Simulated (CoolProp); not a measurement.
A Linde-Hampson liquefier for CF4 (R14): isothermal reversible compression at 290 K from 1 atm to 20 MPa, throttling to 1 atm, return gas leaving the recuperator 0 K below the feed. Each further row changes one setting.

Model: reference Helmholtz-energy equation of state, Platzer 1990, in CoolProp. This equation is an older, rougher fit; its heat capacities, sound speeds and derivatives of the liquid may be far off and weren't checked against measurements.

| case | liquid yield per pass | compression work (kJ/kg of gas) |
|---|---|---|
| as stated | 0.301 | 128 |
| high pressure 40 MPa | 0.318 | 147 |
| warm-end temperature 320 K | 0.226 | 148 |
| warm-end gap 5 K | 0.290 | 128 |
